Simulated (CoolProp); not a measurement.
Normal hydrogen at 253.09 K and 2.09 MPa flows at 11 m/s in a round tube of 25 mm bore and 45 µm roughness, fully developed (64/Re and Nu = 3.66 if laminar; Colebrook and Gnielinski if turbulent). Each further row changes one setting.

Values from CoolProp's reference Helmholtz-energy equation of state, Leachman 2009.

```
case             Reynolds number  Darcy friction factor  pressure drop (Pa/m)  heat-transfer coefficient (W/(m² K))  mass flow (kg/h)
---------------  ---------------  ---------------------  --------------------  ------------------------------------  ----------------
as stated                  68200                 0.0253                   ___                                  1140               ___
velocity 22 m/s           136000                    ___                   462                                  2190               ___
diameter 50 mm            136000                 0.0212                   ___                                   ___               ___
```

Q: What belongs in the gaps?

A: 
- as stated, pressure drop (Pa/m): 121
- as stated, mass flow (kg/h): 38.4
- velocity 22 m/s, Darcy friction factor: 0.0241
- velocity 22 m/s, mass flow (kg/h): 76.8
- diameter 50 mm, pressure drop (Pa/m): 50.7
- diameter 50 mm, heat-transfer coefficient (W/(m² K)): 951
- diameter 50 mm, mass flow (kg/h): 154

Viscosity comes from a separate model (Muzny 2013). Thermal conductivity comes from a separate model (Assael 2011).
